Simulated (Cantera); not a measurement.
Thermal oxidation and active oxidation of silicon: Si + H2O + N2

Input: 1 mol Si, 0.0081 mol H2O, a varied amount of N2, at 1500 °C and 0.210 Pa.

Equilibrium computed with Cantera from the NASA thermochemical tables; the gas is ideal and each condensed phase is pure. Candidate condensed phases: H2O, Si, SiO2, Si2N2O, Si3N4; 35 gas species. The tables' values for SiN are old estimates; treat these amounts as uncertain. Equilibrium is a limit: real reactors are often held back by kinetics, nucleation or transport.

```csv
n(N2) (mol),x N2,x Si,x H,x SiO
4.7,0.823,0.173,0.00251,0.00142
8.4,0.892,0.105,0.00159,0.000860
15,0.937,0.0618,0.000963,0.000506
26,0.962,0.0367,0.000582,0.000300
47,0.979,0.0206,0.000332,0.000169
84,0.988,0.0117,0.000189,9.53e-5
150,0.993,0.00656,0.000107,5.36e-5
260,0.996,0.00380,6.19e-5,3.10e-5
470,0.998,0.00210,3.43e-5,1.72e-5
```
x: gas mole fraction; nothing condenses.

From 4.7 mol N2 to 470 mol N2 nothing is condensed. The main Si-bearing gas is Si throughout.
